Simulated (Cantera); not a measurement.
An adiabatic, constant-pressure homogeneous reactor starts with CO : H2 : O2 : N2 = 1 : 0.2 : 0.261 : 0.981 (molar parts), equivalence ratio 2.3, at 1173 K and 0.987 atm.

Computed with Cantera and GRI-Mech 3.0 (53 species, 325 reactions).

x: mole fraction; the columns are a selection and need not sum to one.

```tsv
t (s)	T (K)	x CO	x H2	x O2	x NO	x H
9.00e-6	1173	0.409	0.0819	0.107	<1e-12	3.15e-8
1.80e-5	1173	0.409	0.0819	0.107	<1e-12	1.92e-7
3.61e-5	1173	0.409	0.0819	0.107	<1e-12	4.66e-6
7.22e-5	1189	0.408	0.0774	0.104	2.28e-9	0.00268
0.000145	2014	0.300	0.0194	0.0144	4.68e-5	0.0463
0.000290	2350	0.301	0.0195	0.00890	0.000128	0.0219
0.000580	2540	0.297	0.0189	0.00446	0.000296	0.0117
0.00116	2628	0.295	0.0186	?	?	?
0.00233	2646	0.295	0.0186	0.00176	0.000919	0.00638
0.00466	2644	0.295	0.0187	0.00169	0.00139	0.00629
0.00932	2642	0.295	0.0187	0.00166	0.00180	0.00626
0.0187	2641	0.295	0.0187	0.00164	0.00193	0.00625
0.0374	2641	0.295	0.0187	0.00164	0.00194	0.00625
0.0748	2641	0.295	0.0187	0.00164	0.00194	0.00625
0.150	2641	0.295	0.0187	0.00164	0.00194	0.00625
0.300	2641	0.295	0.0187	0.00164	0.00194	0.00625
```

### Question
Complete the blanks.

### Answer

- 0.00116, x O2: 0.00225
- 0.00116, x NO: 0.000563
- 0.00116, x H: 0.00736
